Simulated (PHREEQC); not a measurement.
A solution holds 0.12 mol/kgw CuCl2, at 20 °C. Closed to the air; pH follows from the charge balance.

Model: ion-association model, phreeqc.dat, run in PHREEQC.

| quantity | before | after |
|---|---|---|
| pH | 4.28 | 4.17 |
| ionic strength (mol/kgw) | 0.330 | 0.627 |
| Cu+2 (mol/kgw) | 0.105 | 0.195 |
| CuCl+ (mol/kgw) | 0.0141 | 0.0418 |
| CuCl2 (mol/kgw) | 0.000692 | 0.00322 |

**Question.** Which change was made?
A) temperature from 20 to 15 °C
B) temperature from 20 to 5 °C
C) CuCl2 from 0.12 to 0.24 mol/kgw

**Answer.** C, CuCl2 from 0.12 to 0.24 mol/kgw

No solid was allowed to form.
